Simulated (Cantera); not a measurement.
Charge: 1 mol MgO, 17 mol Cl2, at 0.100 bar.

Equilibrium computed with Cantera from the NASA thermochemical tables; the gas is ideal and each condensed phase is pure. Candidate condensed phases: Mg, MgCl2, MgO; 11 gas species. The numbers say what is thermodynamically allowed, not how fast it happens. All values below are at 1225 K.

Base state: Cl2 0.897, MgCl2 0.0566, O2 0.0283, Cl 0.0183, ClO 3.65e-5 (mole fractions); condensed: gas only.

Task: What changes in the equilibrium state with this change: pressure from 0.100 bar to 1.50 mbar?

Result: 
```json
[
 {"species": "Cl2", "before": "0.897", "after": "0.781"},
 {"species": "Cl", "before": "0.0183", "after": "0.139"},
 {"species": "MgCl2", "before": "0.0566", "after": "0.0532"},
 {"species": "O2", "before": "0.0283", "after": "0.0266"},
 {"species": "ClO", "before": "3.65e-5", "after": "3.30e-5"}
]
```
